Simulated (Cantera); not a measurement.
What does this Cantera script print?

```python
import numpy as np
import cantera as ct

gas_names = """
    CL CL2 H HCL H2 Si SiCL SiCL2 SiCL3 SiCL4 SiH SiHCL3 SiH2 SiH2CL2 SiH3 SiH3CL SiH4 Si2 Si3
""".split()
cond_names = """
    Si(cr) Si(L)
""".split()


# ... load() reads the species with a 1 bar reference pressure and builds the phases ...
atoms = {
    'SiCl4': {'Si': 1, 'CL': 4},
    'H2': {'H': 2},
}
top_T = {}  # K; cautious upper limits of use, not melting points


# ... equilibrate(T, P, feed) seeds the gas with the atoms and calls Mixture.equilibrate('TP', solver="vcs", rtol=1e-11, max_steps=5000) ...
results = []
feed = {'SiCl4': 1, 'H2': 120}  # mol
P = 1300  # Pa
for T in [1298, 1448, 1598, 1748, 1898, 2048, 2198, 2348, 2498]:
    mix = equilibrate(T, P, feed)
    results.append((T, P, feed, dict(zip(mix.species_names, mix.species_moles))))

top = {s: max(r[3][s] / sum(r[3][g] for g in gas_names) for r in results) for s in gas_names}
cols = sorted((s for s in top if top[s] > 1e-06), key=lambda s: -top[s])[:5]
seen = [c for c in cond_names if any(r[3].get(c, 0) > 1e-12 for r in results)]
print("log10 of partial pressures in bar; condensed amounts in mol")
print(f"{'T/K':>10s}" + "".join(f"{s[:9]:>10s}" for s in cols + seen))
for T, P, feed, n in results:
    ng = sum(n[g] for g in gas_names)
    print(f"{T:10.4g}" + "".join(f"{np.log10(max(n[s] / ng * P / 1e5, 1e-99)):10.3f}" for s in cols)
          + "".join(f"{n.get(c, 0):10.4g}" for c in seen))
```

Result:

```
log10 of partial pressures in bar; condensed amounts in mol
       T/K        H2         H       HCL        Si        CL    Si(cr)     Si(L)
      1298    -1.899    -6.920    -3.438   -10.391    -8.532    0.7204         0
      1448    -1.899    -5.985    -3.442    -8.534    -7.617    0.6966         0
      1598    -1.900    -5.224    -3.448    -7.029    -6.874    0.6706         0
      1748    -1.900    -4.591    -3.447    -5.837    -6.251         0    0.6588
      1898    -1.903    -4.058    -3.440    -4.911    -5.718         0    0.5749
      2048    -1.911    -3.605    -3.439    -4.161    -5.264         0         0
      2198    -1.925    -3.217    -3.416    -4.057    -4.846         0         0
      2348    -1.951    -2.884    -3.437    -4.033    -4.514         0         0
      2498    -1.999    -2.603    -3.491    -4.041    -4.246         0         0
```

Equilibrium computed with Cantera from the NASA thermochemical tables; the gas is ideal and each condensed phase is pure. The tables' values for SiCl, SiCl3 are old estimates; treat these amounts as uncertain. Gases not in the tables: Si2H6 and higher silanes.
